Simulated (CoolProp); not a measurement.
A single-stage vapour-compression cycle with R410A: evaporating at 255.15 K (dew point), condensing at 308.15 K (bubble point), superheat 0 K, subcooling 5 K, compressor efficiency 0.85, no pressure losses. Each further row changes one setting.

Model: reference Helmholtz-energy equation of state, Lemmon 2003, in CoolProp. It is a pseudo-pure fit of the blend.

```
case                              cooling COP  pressure ratio  discharge temperature (K)  refrigerating effect (kJ/kg)  volumetric capacity (kJ/m³)
--------------------------------  -----------  --------------  -------------------------  ----------------------------  ---------------------------
as stated                                3.13            4.98                      339.8                           167                         2760
evaporating temperature 260.15 K         3.60            4.16                      336.0                           169                         3340
condensing temperature 303.15 K          3.59            4.39                      332.4                           175                         2900
subcooling 10 K                          3.29            4.98                      339.8                           175                         2910
superheat 10 K                           3.11            4.98                      351.1                           176                         2760
compressor efficiency 0.75               2.76            4.98                      345.9                           167                         2760
```
